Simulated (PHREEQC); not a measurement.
A solution holds 0.0065 mol HF, 0.053 mol (NH4)2SiF6, 5.4e-05 mol H3BO3 and 0.013 mol HCl per kg of water, at 20 °C. Closed to the air; pH follows from the charge balance.

Model: ion-association model, wateq4f.dat, run in PHREEQC.

```
quantity                    before     after
------------------------  --------  --------
pH                            1.97      2.02
ionic strength (mol/kgw)     0.172     0.170
HF (mol/kgw)               0.00599    0.0105
F- (mol/kgw)              0.000582  0.000668
H2F2 (mol/kgw)            0.000116  0.000116
BF4- (mol/kgw)             4.71e-5   4.61e-5
```

Name the change that produced these shifts.
(A) temperature from 20 to 50 °C
(B) (NH4)2SiF6 left out
(C) H3BO3 replaced by NaBF4 at the same molality
(D) HF from 0.0065 to 0.0325 mol/kgw

A, temperature from 20 to 50 °C

Precipitation was switched off in this run. Some of these states are supersaturated (in Quartz (slow to form), Chalcedony (slow to form), for instance). At this temperature some constants are extrapolated from 25 °C, and those without enthalpy data are left unchanged. SiF6-2 is the database's only silicon fluoride. Real BF4- forms and hydrolyses slowly; the run takes it at equilibrium.
